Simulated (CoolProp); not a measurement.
Properties of R1234yf along the isotherm 112.15 °C.

Computed with CoolProp (reference Helmholtz-energy equation of state, Lemmon 2022).

```json
[
 {"p (bar)": "21.2", "phase": "gas", "Z": "…", "Joule-Thomson coefficient (K/MPa)": "…", "isothermal compressibility (1/MPa)": "0.6233"},
 {"p (bar)": "42.3", "phase": "supercritical", "Z": "0.4283", "Joule-Thomson coefficient (K/MPa)": "12.69", "isothermal compressibility (1/MPa)": "0.8425"},
 {"p (bar)": "63.5", "phase": "supercritical", "Z": "0.3140", "Joule-Thomson coefficient (K/MPa)": "2.421", "isothermal compressibility (1/MPa)": "0.07882"},
 {"p (bar)": "84.6", "phase": "supercritical", "Z": "0.3760", "Joule-Thomson coefficient (K/MPa)": "1.176", "isothermal compressibility (1/MPa)": "0.03446"},
 {"p (bar)": "106", "phase": "supercritical", "Z": "…", "Joule-Thomson coefficient (K/MPa)": "0.7102", "isothermal compressibility (1/MPa)": "0.02200"},
 {"p (bar)": "127", "phase": "supercritical", "Z": "0.5117", "Joule-Thomson coefficient (K/MPa)": "0.4629", "isothermal compressibility (1/MPa)": "0.01628"},
 {"p (bar)": "148", "phase": "supercritical", "Z": "0.5784", "Joule-Thomson coefficient (K/MPa)": "0.3042", "isothermal compressibility (1/MPa)": "0.01293"},
 {"p (bar)": "169", "phase": "supercritical", "Z": "0.6444", "Joule-Thomson coefficient (K/MPa)": "0.1927", "isothermal compressibility (1/MPa)": "0.01074"}
]
```

Task: Fill in the missing entries.

Result: 
- 21.2, Z: 0.7850
- 21.2, Joule-Thomson coefficient (K/MPa): 10.51
- 106, Z: 0.4443
